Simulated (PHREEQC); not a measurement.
**Alkaline etch or developer (model solution)**

A solution holds 0.0032 mol CsOH, 5e-05 mol H3BO3 and 0.0026 mol (CH3)4NCl per kg of water, at 10 °C. Closed to the air; pH follows from the charge balance.

Model: ion-association model, wateq4f.dat, run in PHREEQC.

```json
{
  "pH": "12.00",
  "ionic_strength": "0.00580 mol/kgw",
  "total_alkalinity": "3.20 meq/kg"
}
```

```
species   molality  activity   log γ
--------  --------  --------  ------
Cs+        0.00320   0.00296  -0.034
OH-        0.00315   0.00291  -0.035
Cl-        0.00260   0.00240  -0.035
(CH3)4N+   0.00260   0.00240  -0.034
H2BO3-     4.99e-5   4.60e-5  -0.036
H3BO3      1.07e-7   1.07e-7   0.001
```

Precipitation was switched off in this run. Species that the database lacks are ignored. (CH3)4N+ isn't in the database: it is added as a free cation with an ion size of 4 Å. Away from 25 °C the constants follow the database's enthalpies or fits; those with neither stay at their 25 °C values.
